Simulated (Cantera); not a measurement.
**Abatement and gas-phase synthesis: H₂S + O₂**

Charge: 1 mol H₂S, 0.54 mol O₂, equilibrated at 9900000 Pa.

Equilibrium computed with Cantera from the NASA thermochemical tables; the gas is ideal and each condensed phase is pure. Candidate condensed phases: H₂O, H₂SO₄, S; 19 gas species. The ideal-gas law is rough above about 30 bar. Kinetics and transport are ignored.

| T (°C) | log p H₂O | log p H₂S | log p S₂ | log p SO₂ | log p H₂ | log p S₂O | log p SH | log p SO |
|---|---|---|---|---|---|---|---|---|
| 1175 | 1.68 | 1.30 | 1.22 | 1.09 | 0.01 | 0.17 | -1.27 | -1.37 |
| 1225 | 1.68 | 1.28 | 1.23 | 1.09 | 0.10 | 0.16 | -1.13 | -1.22 |
| 1275 | 1.68 | 1.27 | 1.24 | 1.08 | 0.19 | 0.16 | -1.00 | -1.09 |
| 1325 | 1.68 | 1.26 | 1.24 | 1.08 | 0.27 | 0.16 | -0.88 | -0.96 |
| 1375 | 1.68 | 1.24 | 1.25 | 1.07 | 0.34 | 0.16 | -0.76 | -0.84 |
| 1425 | 1.68 | 1.23 | 1.25 | 1.07 | 0.41 | 0.16 | -0.66 | -0.73 |
| 1475 | 1.68 | 1.21 | 1.26 | 1.07 | 0.47 | 0.15 | -0.56 | -0.62 |
| 1525 | 1.68 | 1.20 | 1.26 | 1.06 | 0.53 | 0.15 | -0.47 | -0.52 |
| 1575 | 1.68 | 1.19 | 1.26 | 1.06 | 0.59 | 0.15 | -0.38 | -0.42 |
log p: log10 of the partial pressure in bar; nothing condenses.

From 1175 °C to 1575 °C nothing is condensed.
